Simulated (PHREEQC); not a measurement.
# Sulfide liquor: an equilibrium model

Dissolve 0.00023 mol/kgw H2S and 0.022 mol/kgw NaHCO3 at 25 °C. Closed to the air; pH follows from the charge balance.

Model: ion-association model, wateq4f.dat, run in PHREEQC.

Each row changes one thing in this solution. No solid was allowed to form.

```csv
case,pH,ionic strength (mol/kgw)
as made,8.01,0.0219
H2S left out,8.17,0.0220
NaHCO3 left out,5.29,?
NaHCO3 replaced by NaCl at the same molality,5.29,0.0220
diluted 5-fold with water,?,?
H2S from 0.00023 to 0.000115 mol/kgw,8.09,0.0220
0.0013 mol/kgw TMAH added,?,?
```

### Question
Fill in the missing entries.

### Answer

- NaHCO3 left out, ionic strength (mol/kgw): 5.09e-6
- diluted 5-fold with water, pH: 8.07
- diluted 5-fold with water, ionic strength (mol/kgw): 0.00442
- 0.0013 mol/kgw TMAH added, pH: 8.79
- 0.0013 mol/kgw TMAH added, ionic strength (mol/kgw): 0.0238

(CH3)4N+ isn't in the database: it is added as a free cation with an ion size of 4 Å. The polysulfide entries of wateq4f.dat were taken out for this run.
